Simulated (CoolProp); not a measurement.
Vapour pressure (MPa) of n-perfluoropentane: the reference equation beside estimates from Tc = 421.0 K, pc = 2.063 MPa, ω = 0.436. Clausius-Clapeyron is anchored at 292.7 K with a constant enthalpy of vaporisation of 26.93 kJ/mol.

The numbers come from the reference Helmholtz-energy equation of state, Gao 2022 in CoolProp.

```csv
T (K),reference,Lee-Kesler,Clausius-Clapeyron,van der Waals,Redlich-Kwong,Soave-Redlich-Kwong,Peng-Robinson
249,0.008392,0.008278,0.01002,0.1649,0.03627,0.008346,0.008721
263.6,0.01877,0.01860,0.02059,0.2282,0.06519,0.01867,0.01919
278.1,0.03768,0.03753,0.03907,0.3056,0.1084,0.03755,0.03810
292.7,0.06985,0.06984,0.06985,0.3994,0.1703,0.06979,0.07012
307.2,0.1202,0.1205,0.1178,0.5094,0.2537,0.1205,0.1202
321.8,0.1957,0.1966,0.1900,0.6384,0.3636,0.1970,0.1955
336.3,0.3024,0.3039,0.2932,0.7854,0.5020,0.3057,0.3023
350.9,0.4495,0.4518,0.4377,0.9535,0.6744,0.4563,0.4506
365.4,0.6438,0.6470,0.6312,1.141,0.8816,0.6558,0.6475
380,0.8981,0.9024,0.8873,1.351,1.130,0.9167,0.9062
394.5,1.221,1.227,1.214,1.582,1.418,1.246,1.235
```

Absolute difference from the reference over all 11 rows, mean and median: Lee-Kesler 0.5 and 0.5 %, Clausius-Clapeyron 4.3 and 2.6 %, van der Waals 467.5 and 226.2 %, Redlich-Kwong 118.4 and 85.8 %, Soave-Redlich-Kwong 1.0 and 0.7 %, Peng-Robinson 1.0 and 0.6 %.
